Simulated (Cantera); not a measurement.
Feed: 1 mol AlCl₃, 1.9 mol HCl, 1.8 mol H₂, 1.6 mol O₂, at 750 K and 1.33 mbar.

Cantera equilibrium calculation (NASA polynomials, part measured and part estimated; ideal gas, pure solids and liquids). Candidate condensed phases: Al, AlCl₃, Al₂O₃, H₂O; 29 gas species. Condensed phases not in the tables: AlOCl. Rates play no part.

Base state: HCl 0.669, H₂O 0.155, Cl₂ 0.102, O₂ 0.0737, Cl 2.37e-5 (mole fractions); condensed: Al₂O₃(s).

Q: What changes in the equilibrium state with this change: AlCl₃ replaced by Al?

A: 
```tsv
species	before	after
HCl	0.669	0.514
H₂O	0.155	0.459
H₂	<1e-9	0.0270
Cl₂	0.102	<1e-9
O₂	0.0737	<1e-9
Cl	2.37e-5	<1e-9
Al₂O₃(s), mol	0.500	0.500
```

Q: What changes in the equilibrium state with this change: H₂ from 1.8 to 730 mol?

A: 
```
species         before    after
-------------  -------  -------
H₂               <1e-9    0.991
HCl              0.669  0.00668
H₂O              0.155  0.00232
Cl₂              0.102    <1e-9
O₂              0.0737    <1e-9
Cl             2.37e-5    <1e-9
Al₂O₃(s), mol    0.500    0.500
```
